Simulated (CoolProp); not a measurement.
Dimethyl carbonate along the isotherm 359.6 K: density (kg/m³) from the reference equation and from simpler models built on Tc = 557.0 K, pc = 4.909 MPa, ω = 0.346; each cubic takes its own stable root.

Computed with CoolProp (reference Helmholtz-energy equation of state, Zhou 2011).

| p (MPa) | phase | reference | van der Waals | Redlich-Kwong | Soave-Redlich-Kwong |
|---|---|---|---|---|---|
| 0.155 | liquid | 979.3 | 4.797 | 4.851 | 874.9 |
| 0.228 | liquid | 979.4 | 7.152 | 833.5 | 875.1 |
| 0.334 | liquid | 979.6 | 10.69 | 833.8 | 875.3 |
| 0.491 | liquid | 979.8 | [?] | 834.3 | 875.6 |
| 0.721 | liquid | 980.2 | 569.9 | 834.9 | 876.0 |
| 1.06 | liquid | 980.7 | 571.2 | 835.9 | 876.6 |
| 1.55 | liquid | 981.4 | 573.0 | 837.2 | 877.5 |
| 2.28 | liquid | 982.4 | 575.6 | 839.2 | 878.8 |
| 3.34 | liquid | 984.0 | 579.2 | 842.1 | 880.7 |
| 4.91 | liquid | 986.2 | [?] | 846.1 | 883.4 |
| 7.21 | liquid | 989.3 | 590.6 | 851.6 | 887.2 |
| 10.6 | liquid | 993.8 | 598.9 | 859.2 | 892.5 |
| 15.5 | liquid | 1000 | 609.0 | 869.1 | 899.5 |
| 22.8 | liquid | 1009 | 621.3 | 881.9 | 908.9 |
| 33.4 | liquid | 1020 | 635.0 | 897.6 | 920.7 |
| 49.1 | liquid | 1036 | [?] | 916.2 | 935.3 |

**Question.** What belongs in the gaps?

**Answer.** 
- 0.491, van der Waals: 16.25
- 4.91, van der Waals: 584.1
- 49.1, van der Waals: 650.2

At some of these states van der Waals, Redlich-Kwong gives the other phase, because its saturation line lies elsewhere.
